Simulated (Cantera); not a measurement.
**Reactions in the system Fe-H-O**

Standard-state values (1 bar) from the NASA 1993 polynomials, evaluated with Cantera. Values are per mole of reaction as written; species without (g) are pure solids or liquids, kept so even where they would boil at 1 bar.

2 Fe(OH)3 = 2 Fe(OH)2 + 2 H(g) + O2(g)

```csv
T (K),ΔH° (kJ),ΔS° (J/K),ΔG° (kJ),log10 K
300,953.2,401.5,832.8,-145.00
448,960.0,420.2,771.8,-89.98
648,964.3,428.3,686.7,-55.36
848,965.5,430.0,600.9,-37.01
1048,964.8,429.3,514.9,-25.66
1248,962.2,427.1,429.2,-17.97
1448,958.3,424.2,344.1,-12.41
```
